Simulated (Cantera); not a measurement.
An adiabatic, constant-pressure homogeneous reactor starts with CH₄ : O₂ : N₂ : H₂O = 1 : 1.18 : 4.42 : 0.15 (molar parts), equivalence ratio 1.7, at 1200 K and 1.01 bar. Integrator tolerance rtol = 1e-08.

Detailed kinetics in Cantera: GRI-Mech 3.0 (53 species, 325 reactions).

### Question
What does this change do: pressure from 1.01 bar to 2.20 bar?

### Answer
| quantity | before | after |
|---|---|---|
| time of steepest temperature rise | 64.3 ms | 31.5 ms |
| temperature at 1.00 s | 2417 K | 2430 K |
| equilibrium temperature | 2417 K | 2430 K |
| x(CH₄) at 1.00 s | 3.76e-12 (gas-phase equilibrium 4.26e-12) | 1.69e-11 (gas-phase equilibrium 1.91e-11) |
| x(O₂) at 1.00 s | 3.69e-5 (gas-phase equilibrium 3.69e-5) | 1.95e-5 (gas-phase equilibrium 1.95e-5) |
| x(H₂O) at 1.00 s | 0.170 (gas-phase equilibrium 0.170) | 0.170 (gas-phase equilibrium 0.170) |
| x(CH₂O) at 1.00 s | 4.65e-9 (gas-phase equilibrium 4.65e-9) | 1.02e-8 (gas-phase equilibrium 1.02e-8) |
| x(NO) at 1.00 s | 0.000226 (gas-phase equilibrium 0.000226) | 0.000169 (gas-phase equilibrium 0.000169) |
| x(C₂H₂) at 1.00 s | <1e-12 (gas-phase equilibrium <1e-12) | <1e-12 (gas-phase equilibrium <1e-12) |

### Question
What does this change do: pressure from 1.01 bar to 10.0 bar?

### Answer
```csv
quantity,before,after
time of steepest temperature rise,64.3 ms,6.31 ms
temperature at 1.00 s,2417 K,2447 K
equilibrium temperature,2417 K,2447 K
x(CH₄) at 1.00 s,3.76e-12 (gas-phase equilibrium 4.26e-12),3.31e-10 (gas-phase equilibrium 3.72e-10)
x(O₂) at 1.00 s,3.69e-5 (gas-phase equilibrium 3.69e-5),5.11e-6 (gas-phase equilibrium 5.11e-6)
x(H₂O) at 1.00 s,0.170 (gas-phase equilibrium 0.170),0.172 (gas-phase equilibrium 0.172)
x(CH₂O) at 1.00 s,4.65e-9 (gas-phase equilibrium 4.65e-9),4.65e-8 (gas-phase equilibrium 4.65e-8)
x(NO) at 1.00 s,0.000226 (gas-phase equilibrium 0.000226),8.90e-5 (gas-phase equilibrium 8.90e-5)
x(C₂H₂) at 1.00 s,<1e-12 (gas-phase equilibrium <1e-12),<1e-12 (gas-phase equilibrium <1e-12)
```

### Question
What does this change do: constant volume in place of constant pressure?

### Answer
| quantity | before | after |
|---|---|---|
| time of steepest temperature rise | 64.3 ms | 60.3 ms |
| temperature at 1.00 s | 2417 K | 2692 K |
| equilibrium temperature | 2417 K | 2692 K |
| x(CH₄) at 1.00 s | 3.76e-12 (gas-phase equilibrium 4.26e-12) | 7.82e-12 (gas-phase equilibrium 8.90e-12) |
| x(O₂) at 1.00 s | 3.69e-5 (gas-phase equilibrium 3.69e-5) | 0.000191 (gas-phase equilibrium 0.000191) |
| x(H₂O) at 1.00 s | 0.170 (gas-phase equilibrium 0.170) | 0.167 (gas-phase equilibrium 0.167) |
| x(CH₂O) at 1.00 s | 4.65e-9 (gas-phase equilibrium 4.65e-9) | 1.17e-8 (gas-phase equilibrium 1.17e-8) |
| x(NO) at 1.00 s | 0.000226 (gas-phase equilibrium 0.000226) | 0.000816 (gas-phase equilibrium 0.000816) |
| x(C₂H₂) at 1.00 s | <1e-12 (gas-phase equilibrium <1e-12) | <1e-12 (gas-phase equilibrium <1e-12) |
